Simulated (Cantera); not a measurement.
# Fe₃O₄ + C + CO (carbothermic reduction)

A closed system holds: 1 mol Fe₃O₄, 0.66 mol C, 1.4 mol CO, at 2150 °C.

These are equilibrium values from Cantera (NASA tables, ideal gas, pure condensed phases), not measurements of a reactor. Candidate condensed phases: C, Fe, Fe(CO)₅, FeO, Fe₂O₃, Fe₃O₄; 15 gas species. The tables' stoichiometric FeO is somewhat more stable than real wüstite, so its field is too wide. FeO: taken at fixed stoichiometry. Equilibrium is a limit: real reactors are often held back by kinetics, nucleation or transport.

```json
[
 {"P (Pa)": "10", "x CO": "0.245", "x Fe": "0.385", "x CO₂": "0.0270", "x O": "0.261", "x O₂": "0.0709", "x FeO": "0.0116", "n FeO(l)": "0"},
 {"P (Pa)": "52", "x CO": "0.227", "x Fe": "0.402", "x CO₂": "0.0730", "x O": "0.146", "x O₂": "0.116", "x FeO": "0.0354", "n FeO(l)": "0"},
 {"P (Pa)": "270", "x CO": "0.188", "x Fe": "0.399", "x CO₂": "0.142", "x O": "0.0660", "x O₂": "0.123", "x FeO": "0.0822", "n FeO(l)": "0"},
 {"P (Pa)": "1400", "x CO": "0.491", "x Fe": "0.184", "x CO₂": "0.274", "x O": "0.00946", "x O₂": "0.0130", "x FeO": "0.0281", "n FeO(l)": "2.43"},
 {"P (Pa)": "7200", "x CO": "0.711", "x Fe": "0.0656", "x CO₂": "0.216", "x O": "0.00100", "x O₂": "0.000751", "x FeO": "0.00546", "n FeO(l)": "2.84"},
 {"P (Pa)": "37000", "x CO": "0.802", "x Fe": "0.0174", "x CO₂": "0.179", "x O": "0.000143", "x O₂": "7.88e-5", "x FeO": "0.00106", "n FeO(l)": "2.96"},
 {"P (Pa)": "190000", "x CO": "0.828", "x Fe": "0.00372", "x CO₂": "0.168", "x O": "2.53e-5", "x O₂": "1.27e-5", "x FeO": "0.000207", "n FeO(l)": "2.99"},
 {"P (Pa)": "1000000", "x CO": "0.834", "x Fe": "0.000722", "x CO₂": "0.166", "x O": "4.71e-6", "x O₂": "2.31e-6", "x FeO": "3.93e-5", "n FeO(l)": "3.00"}
]
```
x: gas mole fraction; n: condensed amount in mol.

From 10.0 Pa to 270 Pa nothing is condensed. From 1400 Pa to 1000000 Pa the condensed part is FeO(l). The main Fe-bearing gas is Fe throughout.
